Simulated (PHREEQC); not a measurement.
PHREEQC input (Pitzer model, pitzer.dat):

```
SOLUTION 1
  temp 25
  units mol/kgw
  pH 7 charge
  Cl 0.6002
  Na 0.017
  K 0.58
  Li 0.0032
END
USE solution 1
INCREMENTAL_REACTIONS false
REACTION 1
  H2O -1
  0 9.886 18.011 24.689 30.178 34.689 38.397 41.444
  43.949 46.007 47.699 49.089 50.232 51.172 51.944 52.578
  53.1 53.528 53.88 54.17 54.408 54.603 54.764 54.896
  55.005 55.094 55.168 55.228 moles
EQUILIBRIUM_PHASES 1
  Halite 0 0
  Sylvite 0 0
SELECTED_OUTPUT 1
  -reset false
  -pH true
  -pe true
  -ionic_strength true
  -water true
  -activities H2O
  -totals Cl K Li Na
  -molalities H+ Li+ Na+ K+ Cl- OH-
  -equilibrium_phases Halite Sylvite
PRINT
  -reset false
END
```

Selected output (columns that matter, 25 of 28 rows; water left (kg) added in front):

```
water left (kg)	pH	mu	Cl	K	Li	Na	m_H+	m_Li+	m_Na+	m_K+	m_Cl-	m_OH-	la_H2O	Sylvite
1	6.976	0.6002	0.6002	0.58	0.0032	0.017	1.3632e-07	0.0032	0.017	0.58	0.6002	1.3632e-07	-0.008452	0
0.821894	6.9713	0.73027	0.73026	0.70569	0.0038934	0.020684	1.3544e-07	0.0038934	0.020684	0.70569	0.73026	1.3544e-07	-0.010276	0
0.675514	6.9657	0.88851	0.88851	0.85861	0.0047371	0.025166	1.3382e-07	0.0047371	0.025166	0.85861	0.88851	1.3382e-07	-0.012505	0
0.555203	6.9589	1.0811	1.081	1.0447	0.0057637	0.030619	1.3132e-07	0.0057637	0.030619	1.0447	1.081	1.3132e-07	-0.015236	0
0.456313	6.9508	1.3153	1.3153	1.2711	0.0070127	0.037255	1.2779e-07	0.0070127	0.037255	1.2711	1.3153	1.2779e-07	-0.018593	0
0.30824	6.9298	1.9472	1.9472	1.8817	0.010382	0.055152	1.1713e-07	0.010382	0.055152	1.8817	1.9472	1.1713e-07	-0.027869	0
0.253345	6.9165	2.3691	2.3691	2.2894	0.012631	0.067102	1.0981e-07	0.012631	0.067102	2.2894	2.3691	1.0981e-07	-0.034266	0
0.208215	6.9012	2.8826	2.8826	2.7856	0.015369	0.081646	1.0113e-07	0.015369	0.081646	2.7856	2.8826	1.0113e-07	-0.042293	0
0.171138	6.884	3.5071	3.5071	3.3891	0.018698	0.099335	9.1211e-08	0.018698	0.099335	3.3891	3.5071	9.1211e-08	-0.052428	0
0.140655	6.865	4.2672	4.2672	4.1236	0.022751	0.12086	8.029e-08	0.022751	0.12086	4.1236	4.2672	8.029e-08	-0.065332	0
0.115613	6.8512	4.8423	4.8423	4.6676	0.027679	0.14704	7.2913e-08	0.027679	0.14704	4.6676	4.8423	7.2913e-08	-0.075546	0.040371
0.0950203	6.8477	4.8535	4.8535	4.6409	0.033677	0.17891	7.2813e-08	0.033677	0.17891	4.6409	4.8535	7.2813e-08	-0.075856	0.13902
0.0641769	6.8382	4.8841	4.8841	4.5694	0.049862	0.26489	7.2537e-08	0.049862	0.26489	4.5694	4.8841	7.2537e-08	-0.076703	0.28675
0.0527548	6.8319	4.9048	4.9048	4.5219	0.060658	0.32225	7.2348e-08	0.060658	0.32225	4.5219	4.9048	7.2348e-08	-0.077278	0.34145
0.0433504	6.8242	4.9303	4.9303	4.4644	0.073817	0.39215	7.2112e-08	0.073817	0.39215	4.4644	4.9303	7.2113e-08	-0.077992	0.38647
0.0356396	6.8148	4.9617	4.9617	4.395	0.089788	0.477	7.1819e-08	0.089788	0.477	4.395	4.9617	7.1819e-08	-0.078875	0.42337
0.0292979	6.8033	5.0006	5.0006	4.3111	0.10922	0.58025	7.145e-08	0.10922	0.58025	4.3111	5.0006	7.145e-08	-0.079975	0.45369
0.0240733	6.7893	5.049	5.049	4.2099	0.13293	0.70618	7.0982e-08	0.13293	0.70618	4.2099	5.049	7.0982e-08	-0.081357	0.47865
0.0197855	6.7722	5.1092	5.1092	4.0883	0.16173	0.85922	7.0388e-08	0.16173	0.85922	4.0883	5.1092	7.0388e-08	-0.083097	0.49911
0.0162724	6.7514	5.1845	5.1845	3.9431	0.19665	1.0447	6.963e-08	0.19665	1.0447	3.9431	5.1845	6.963e-08	-0.085296	0.51584
0.0133718	6.7259	5.2799	5.2799	3.7692	0.23931	1.2713	6.8647e-08	0.23931	1.2713	3.7692	5.2799	6.8648e-08	-0.088123	0.5296
0.00902992	6.6561	5.5566	5.5566	3.3196	0.35438	1.8826	6.5694e-08	0.35438	1.8826	3.3196	5.5566	6.5695e-08	-0.096567	0.55002
0.0074265	6.6091	5.7571	5.7571	3.0371	0.43089	2.2891	6.3496e-08	0.43089	2.2891	3.0371	5.7571	6.3496e-08	-0.1029	0.55744
0.00609331	6.5503	6.0234	6.0234	2.7083	0.52517	2.7899	6.0547e-08	0.52517	2.7899	2.7083	6.0234	6.0548e-08	-0.11155	0.5635
0.00501235	6.4785	6.3724	6.3724	2.3424	0.63842	3.3916	5.6698e-08	0.63842	3.3916	2.3424	6.3724	5.6699e-08	-0.12332	0.56826
```
